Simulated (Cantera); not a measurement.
**Reactions in the system H-O-P**

Source: NASA polynomial tables (part measured, part estimated), evaluated in Cantera. Values are per mole of reaction as written; species without (g) are pure solids or liquids, kept so even where they would boil at 1 bar.

6 O(g) + 4 PH3(g) = P4(g) + 6 H2O(g)

```json
[
 {"T (K)": "300", "ΔH° (kJ)": "-2908.8", "ΔS° (J/K)": "-394.6", "ΔG° (kJ)": "-2790.4", "log10 K": "485.84"},
 {"T (K)": "473", "ΔH° (kJ)": "-2911.7", "ΔS° (J/K)": "-402.0", "ΔG° (kJ)": "-2721.5", "log10 K": "300.54"},
 {"T (K)": "548", "ΔH° (kJ)": "-2913.7", "ΔS° (J/K)": "-405.8", "ΔG° (kJ)": "-2691.2", "log10 K": "256.52"},
 {"T (K)": "623", "ΔH° (kJ)": "-2916.1", "ΔS° (J/K)": "-410.0", "ΔG° (kJ)": "-2660.7", "log10 K": "223.07"},
 {"T (K)": "698", "ΔH° (kJ)": "-2919.0", "ΔS° (J/K)": "-414.4", "ΔG° (kJ)": "-2629.7", "log10 K": "196.79"},
 {"T (K)": "773", "ΔH° (kJ)": "-2922.3", "ΔS° (J/K)": "-418.9", "ΔG° (kJ)": "-2598.5", "log10 K": "175.59"},
 {"T (K)": "848", "ΔH° (kJ)": "-2925.8", "ΔS° (J/K)": "-423.3", "ΔG° (kJ)": "-2566.9", "log10 K": "158.11"},
 {"T (K)": "923", "ΔH° (kJ)": "-2929.7", "ΔS° (J/K)": "-427.6", "ΔG° (kJ)": "-2535.0", "log10 K": "143.46"},
 {"T (K)": "998", "ΔH° (kJ)": "-2933.6", "ΔS° (J/K)": "-431.7", "ΔG° (kJ)": "-2502.8", "log10 K": "130.99"},
 {"T (K)": "1073", "ΔH° (kJ)": "-2937.6", "ΔS° (J/K)": "-435.6", "ΔG° (kJ)": "-2470.2", "log10 K": "120.25"}
]
```

2 PH3(g) = P2(g) + 6 H(g)

```csv
T (K),ΔH° (kJ),ΔS° (J/K),ΔG° (kJ),log10 K
300,1440.9,486.4,1295.0,-225.48
473,1454.0,521.1,1207.6,-133.35
548,1459.0,530.8,1168.1,-111.34
623,1463.4,538.4,1128.0,-94.57
698,1467.5,544.6,1087.4,-81.37
773,1471.1,549.5,1046.3,-70.70
848,1474.4,553.5,1005.0,-61.90
923,1477.3,556.8,963.3,-54.52
998,1479.9,559.5,921.5,-48.23
1073,1482.3,561.8,879.4,-42.81
```

12 OH(g) + P4(g) = 6 O2(g) + 4 PH3(g)

| T (K) | ΔH° (kJ) | ΔS° (J/K) | ΔG° (kJ) | log10 K |
|---|---|---|---|---|
| 300 | -509.6 | -413.5 | -385.5 | 67.13 |
| 473 | -523.9 | -451.8 | -310.2 | 34.26 |
| 548 | -528.1 | -460.0 | -276.0 | 26.31 |
| 623 | -531.1 | -465.1 | -241.3 | 20.23 |
| 698 | -533.0 | -468.0 | -206.3 | 15.44 |
| 773 | -533.9 | -469.3 | -171.1 | 11.56 |
| 848 | -534.0 | -469.4 | -135.9 | 8.37 |
| 923 | -533.4 | -468.8 | -100.7 | 5.70 |
| 998 | -532.4 | -467.7 | -65.6 | 3.43 |
| 1073 | -531.0 | -466.4 | -30.6 | 1.49 |
